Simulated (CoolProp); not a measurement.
Properties of ethane along the isotherm 355.2 K.

The numbers come from the reference Helmholtz-energy equation of state, Bücker 2006 in CoolProp.

```tsv
p (kPa)	phase	density (kg/m³)	isothermal compressibility (1/MPa)
2710	gas	31.49	0.4246
5410	supercritical	74.96	0.2610
8120	supercritical	142.2	0.2129
10800	supercritical	222.5	0.1145
13500	supercritical	274.7	0.05254
16200	supercritical	306.0	0.03059
18900	supercritical	327.5	0.02088
21700	supercritical	344.4	0.01551
24400	supercritical	357.5	0.01236
```
